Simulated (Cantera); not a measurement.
A closed system holds: 1 mol MgSO4, 0.037 mol C, 0.046 mol H2, held at 700 °C and 0.0100 bar.

These are equilibrium values from Cantera (NASA tables, ideal gas, pure condensed phases), not measurements of a reactor. Candidate condensed phases: C, C6H6, C7H8, C8H18, H2O, H2SO4, Mg, MgCO3, MgO, Mg(OH)2, MgS, MgSO4, S; 130 gas species. Kinetics and transport are ignored.

Base state: SO2 0.591, H2O 0.227, CO2 0.182, SO3 0.000202 (mole fractions); condensed: MgO(s) + MgSO4(s).

What changes in the equilibrium state with this change: temperature from 700 °C to 1027 °C?


```csv
species,before,after
SO2,0.591,0.654
O2,1.86e-6,0.287
H2O,0.227,0.0303
CO2,0.182,0.0243
OH,1.74e-8,1.97e-5
SO3,0.000202,0.00428
"MgO(s), mol",0.120,1.00
"MgSO4(s), mol",0.880,0
```

What changes in the equilibrium state with this change: MgSO4 replaced by Ca(OH)2?


| species | before | after |
|---|---|---|
| H2O | 0.227 | 0.858 |
| H2 | 6.35e-8 | 0.108 |
| CO2 | 0.182 | 0.0317 |
| SO2 | 0.591 | 0 |
| SO3 | 0.000202 | 0 |
| CO | 3.17e-8 | 0.00248 |
| MgO(s), mol | 0.120 | 0 |
| MgSO4(s), mol | 0.880 | 0 |
| CaO(s), mol | 0 | 1.00 |
Further candidate phases: Ca, CaCO3, CaO, Ca(OH)2.
